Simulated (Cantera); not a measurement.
## Thermodynamics of chlorosilane synthesis and conversion, feed Si + HCl + H2

Feed: 1 mol Si, 3.1 mol HCl, 10 mol H2, held at 13300 Pa.

Cantera equilibrium calculation (NASA polynomials, part measured and part estimated; ideal gas, pure solids and liquids). Candidate condensed phases: Si; 19 gas species. The tables' values for SiCl3 are old estimates; treat these amounts as uncertain. The numbers say what is thermodynamically allowed, not how fast it happens.

| T (K) | x H2 | x HCl | x SiCl4 | x SiHCl3 | x SiCl2 | n Si(s) |
|---|---|---|---|---|---|---|
| 723 | 0.931 | 0.000604 | 0.0466 | 0.0215 | 3.06e-7 | 0.157 |
| 773 | 0.930 | 0.00130 | 0.0467 | 0.0210 | 1.71e-6 | 0.160 |
| 823 | 0.929 | 0.00255 | 0.0467 | 0.0205 | 7.72e-6 | 0.165 |
| 873 | 0.928 | 0.00462 | 0.0465 | 0.0200 | 2.91e-5 | 0.172 |
| 923 | 0.926 | 0.00780 | 0.0459 | 0.0194 | 9.45e-5 | 0.183 |
| 973 | 0.922 | 0.0124 | 0.0448 | 0.0187 | 0.000269 | 0.197 |
| 1023 | 0.918 | 0.0188 | 0.0431 | 0.0178 | 0.000685 | 0.215 |
| 1073 | 0.911 | 0.0271 | 0.0406 | 0.0167 | 0.00157 | 0.236 |
| 1123 | 0.903 | 0.0375 | 0.0371 | 0.0153 | 0.00329 | 0.259 |
| 1173 | 0.893 | 0.0497 | 0.0325 | 0.0136 | 0.00628 | 0.279 |
x: gas mole fraction; n: condensed amount in mol.

From 723 K to 1173 K the condensed part is Si(s). The main Si-bearing gas is SiCl4 throughout. The share of Si in condensed phases is highest at 1173 K (27.9 %) and lowest at 723 K (15.7 %).
